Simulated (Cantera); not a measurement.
A closed system holds: 1 mol CH2F2, 0.17 mol CH4, equilibrated at 1925 K and 100 Torr.

These are equilibrium values from Cantera (NASA tables, ideal gas, pure condensed phases), not measurements of a reactor. Candidate condensed phases: C, C6H6, C7H8, C8H18; 95 gas species. The numbers say what is thermodynamically allowed, not how fast it happens.

Base state: HF 0.854, H2 0.145, H 0.000996, C2H2 (acetylene) 6.62e-5 (mole fractions); condensed: C(graphite).

Problem. What changes in the equilibrium state with this change: temperature from 1925 K to 2773 K?

Solution. 
| species | before | after |
|---|---|---|
| HF | 0.854 | 0.823 |
| H2 | 0.145 | 0.105 |
| H | 0.000996 | 0.0660 |
| C3 | <1e-9 | 0.000169 |
| C2H | 6.55e-9 | 0.000242 |
| C | <1e-9 | 3.67e-5 |
| CF | 5.56e-9 | 0.000142 |
| C2 | <1e-9 | 1.64e-5 |
| C(graphite), mol | 1.17 | 1.15 |
